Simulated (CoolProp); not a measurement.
Octamethyltrisiloxane (MDM) along the isotherm 350.9 K: density (kg/m³) from the reference equation and from simpler models built on Tc = 565.4 K, pc = 1.438 MPa, ω = 0.528; each cubic takes its own stable root.

The numbers come from the reference Helmholtz-energy equation of state, Thol 2017 in CoolProp.

```tsv
p (MPa)	phase	reference
0.599	liquid	762.2
1.2	liquid	763.4
1.8	liquid	764.7
2.4	liquid	765.9
2.99	liquid	767.1
3.59	liquid	768.3
4.19	liquid	769.5
4.79	liquid	770.7
5.39	liquid	771.8
5.99	liquid	772.9
6.59	liquid	774.0
7.19	liquid	775.1
```

**Question.** How far does each simpler model (van der Waals, Redlich-Kwong, Soave-Redlich-Kwong, Peng-Robinson) lie from the reference over these 12 states: mean and median of the absolute difference, and the worst?

**Answer.** 
- van der Waals: mean 39.9 %, median 39.7 %, worst -41.8 % at 350.9 K and 0.599 MPa
- Redlich-Kwong: mean 13.4 %, median 13.3 %, worst -14.9 % at 350.9 K and 0.599 MPa
- Soave-Redlich-Kwong: mean 8.7 %, median 8.7 %, worst -9.1 % at 350.9 K and 0.599 MPa
- Peng-Robinson: mean 2.6 %, median 2.6 %, worst +2.8 % at 350.9 K and 7.19 MPa
